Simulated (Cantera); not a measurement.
A freely propagating, adiabatic, planar premixed flame of CH4 : C2H6 : O2 : N2 = 1 : 1.2 : 4.43 : 14.2 (molar parts), equivalence ratio 1.4, unburnt at 475 K and 5.00 bar; multicomponent+Soret transport, grid criteria slope 0.08 and curve 0.16, no radiation.

Computed with Cantera and GRI-Mech 3.0 (53 species, 325 reactions). Burning velocities carry a grid error of a few per cent, more on coarse grids.

Q: Predict: laminar burning velocity; thermal thickness; peak x(CH2O); peak x(OH); peak x(H2).

A: 
```json
{
  "laminar_burning_velocity": "47.6 cm/s",
  "thermal_thickness": "0.110 mm",
  "peak x(CH2O)": "0.00231",
  "peak x(OH)": "0.00181",
  "peak x(H2)": "0.0601"
}
```
